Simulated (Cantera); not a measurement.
Cantera run, input and output.

```python
import numpy as np
import cantera as ct

gas = ct.Solution("gri30.yaml")
gas.TPX = 1050, 15000, {'H2': 0.78, 'O2': 1, 'N2': 6.6}
reactor = ct.IdealGasConstPressureReactor(gas, energy="off", clone=False)
net = ct.ReactorNet([reactor])
net.rtol, net.atol = 1e-08, 1e-18
show = ['H2', 'O2', 'H', 'N2O', 'O', 'NO', 'HO2']
times = np.geomspace(0.0006, 100, 9)

steps = ct.SolutionArray(gas, extra=["t"])
rows = []
print(f"{'t/s':>10s}{'T/K':>9s}{'P/Pa':>11s}" + "".join(f"{s:>11s}" for s in show))
for t in times:
    while net.time < t:
        t_next = net.step()
        steps.append(gas.state, t=t_next)
    rows.append([np.interp(t, steps.t, y) for y in (steps.T, steps.P, *steps(*show).X.T)])
    print(f"{t:10.3e}{rows[-1][0]:9.1f}{rows[-1][1]:11.4g}" + "".join(f"{x:11.3e}" for x in rows[-1][2:]))
rate = np.gradient(steps.T, steps.t)
print("integrator steps:", len(steps.t))
if steps.T.max() > steps.T[0] + 200:
    print(f"time of steepest temperature rise: {steps.t[rate.argmax()]:.4e} s")
gas.TPX = 1050, 15000, {'H2': 0.78, 'O2': 1, 'N2': 6.6}
gas.equilibrate("TP")
print(f"equilibrium (TP): T = {gas.T:.1f} K  " + "  ".join(f"{s} {gas[s].X[0]:.3e}" for s in show))
```

Result:

```
       t/s      T/K       P/Pa         H2         O2          H        N2O          O         NO        HO2
 6.000e-04   1050.0    1.5e+04  9.307e-02  1.193e-01  6.436e-06  3.399e-13  1.513e-06  3.159e-15  6.024e-07
 2.697e-03   1050.0    1.5e+04  1.963e-03  7.676e-02  1.787e-03  1.674e-08  1.171e-03  1.765e-06  1.116e-05
 1.212e-02   1050.0    1.5e+04  7.773e-05  7.634e-02  4.951e-06  2.358e-08  2.709e-05  1.772e-06  2.555e-06
 5.449e-02   1050.0    1.5e+04  3.706e-06  7.634e-02  7.706e-08  2.490e-08  1.685e-06  1.748e-06  2.329e-07
 2.449e-01   1050.0    1.5e+04  1.747e-07  7.634e-02  2.446e-09  2.536e-08  1.827e-07  1.756e-06  2.423e-08
 1.101e+00   1050.0    1.5e+04  2.027e-08  7.634e-02  1.605e-10  2.559e-08  3.046e-08  1.772e-06  4.090e-09
 4.949e+00   1050.0    1.5e+04  3.723e-09  7.634e-02  1.447e-11  2.555e-08  6.145e-09  1.781e-06  9.557e-10
 2.225e+01   1050.0    1.5e+04  8.383e-10  7.634e-02  1.618e-12  2.460e-08  1.402e-09  1.781e-06  4.855e-10
 1.000e+02   1050.0    1.5e+04  3.588e-10  7.634e-02  4.378e-13  2.026e-08  5.363e-10  1.774e-06  5.539e-10
integrator steps: 1893
equilibrium (TP): T = 1050.0 K  H2 3.322e-10  O2 7.633e-02  H 3.842e-13  N2O 1.018e-09  O 4.801e-10  NO 3.278e-05  HO2 5.741e-10
```

Detailed kinetics in Cantera: GRI-Mech 3.0 (53 species, 325 reactions). The temperature is held fixed by assumption; the heat of reaction is taken as removed at once.
